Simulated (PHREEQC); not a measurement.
0.052 g of hydrous ferric oxide (600 m²/g; 0.2 weak and 0.005 strong sites per Fe, Dzombak-Morel constants, diffuse double layer) in 1 kg of water with 0.005 mol/kgw of an inert sodium salt and 2.5e-05 mol H3BO3 and 3.3e-07 mol Na2SeO4, at 25 °C; the pH is set by adding NaOH or the inert anion's acid. Oxygen alone is held at its pressure in air (log pO2 = -0.68). CO2 from the air is kept out. Precipitation was switched off in this run.

The series has 17 steps of pH, from 3 to 9.

Equilibrium calculation in PHREEQC: ion-association model, wateq4f.dat.

Task: Near which pH is half of the Se sorbed, and on which side is more sorbed?

Result: Near pH 6.3, with more sorbed at lower pH.

The oxide is taken as insoluble; below pH 4 it would dissolve.
